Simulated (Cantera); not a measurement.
Cantera run, input and output.

```python
import numpy as np
import cantera as ct

surf = ct.Interface("ptcombust.yaml", "Pt_surf")
gas = surf.adjacent["gas"]
gas.TPX = 300, 19000, {'CH4': 0.012, 'O2': 0.065, 'N2': 0.79}
jet = ct.ImpingingJet(gas=gas, width=0.063, surface=surf)
jet.inlet.mdot, jet.inlet.T, jet.inlet.X = 0.17, 300, {'CH4': 0.012, 'O2': 0.065, 'N2': 0.79}
jet.set_refine_criteria(ratio=10, slope=0.2, curve=0.3)
show, cover = ['CH4', 'O2', 'H2O', 'OH', 'CO', 'CO2'], ["PT(S)", "H(S)", "O(S)", "OH(S)", "CO(S)", "C(S)"]

rows = []
print(f"{'Ts/K':>7s}" + "".join(f"{s:>11s}" for s in show + cover) + "   (gas at the wall, coverages)")
for i, Ts in enumerate([950, 1000, 1050, 1100, 1150, 1200, 1250]):
    jet.surface.T = Ts
    if i == 0:
        surf.TP = Ts, 19000
        surf.coverages = "PT(S):0.5, O(S):0.5"
        surf.advance_coverages(1.0)
        jet.set_initial_guess(products="inlet")
    jet.solve(loglevel=0, auto=(i == 0))
    rows.append([*(jet.X[gas.species_index(s), -1] for s in show), *surf[cover].coverages])
    print(f"{Ts:7g}" + "".join(f"{x:11.3e}" for x in rows[-1]))
```

It prints:

```
   Ts/K        CH4         O2        H2O         OH         CO        CO2      PT(S)       H(S)       O(S)      OH(S)      CO(S)       C(S)   (gas at the wall, coverages)
    950  6.097e-03  5.857e-02  1.440e-02  4.788e-08  3.128e-06  9.428e-03  2.574e-01  1.719e-07  7.414e-01  1.240e-03  5.367e-06  2.568e-08
   1000  4.411e-03  5.501e-02  1.749e-02  1.295e-07  3.058e-06  1.147e-02  3.267e-01  3.691e-07  6.721e-01  1.220e-03  3.719e-06  2.324e-08
   1050  3.268e-03  5.261e-02  1.956e-02  3.112e-07  3.015e-06  1.284e-02  3.956e-01  6.942e-07  6.033e-01  1.137e-03  2.552e-06  2.030e-08
   1100  2.502e-03  5.101e-02  2.092e-02  6.753e-07  3.028e-06  1.375e-02  4.632e-01  1.197e-06  5.358e-01  1.030e-03  1.787e-06  1.771e-08
   1150  1.984e-03  4.995e-02  2.182e-02  1.352e-06  3.131e-06  1.435e-02  5.276e-01  1.927e-06  4.714e-01  9.147e-04  1.290e-06  1.563e-08
   1200  1.625e-03  4.925e-02  2.240e-02  2.526e-06  3.331e-06  1.474e-02  5.882e-01  2.946e-06  4.110e-01  8.028e-04  9.648e-07  1.404e-08
   1250  1.365e-03  4.880e-02  2.277e-02  4.442e-06  3.649e-06  1.496e-02  6.445e-01  4.328e-06  3.548e-01  6.985e-04  7.469e-07  1.284e-08
```

Computed with Cantera and Deutschmann's 1995 Pt surface mechanism with GRI-Mech 3.0 gas chemistry. Catalytic surfaces can have several steady states; this one follows from the mechanism file's or the stated starting coverage.
